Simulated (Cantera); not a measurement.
A closed system holds: 1 mol Al(CH3)3, 0.87 mol N2, at 76.0 mbar.

These are equilibrium values from Cantera (NASA tables, ideal gas, pure condensed phases), not measurements of a reactor. Candidate condensed phases: Al, AlN, C, C6H6, C7H8, C8H18; 97 gas species. The feed counts by its element totals alone. Kinetics and transport are ignored. All values below are at 1352 °C.

Base state: H2 0.923, N2 0.0757, HCN 0.000630, H 0.000246, CH4 9.53e-5, C2H2 (acetylene) 3.28e-5, HNC 1.55e-5 (mole fractions); condensed: AlN(s) + C(graphite).

Question: What changes in the equilibrium state with this change: pressure from 76.0 mbar to 1.00 bar?

Answer: 
```
species             before    after
----------------  --------  -------
H2                   0.923    0.922
N2                  0.0757   0.0757
CH4                9.53e-5  0.00125
H                 0.000246  6.78e-5
NH3                8.11e-7  1.07e-5
C2H2 (acetylene)   3.28e-5  3.28e-5
AlN(s), mol          1.000     1.00
C(graphite), mol      3.00     2.99
```
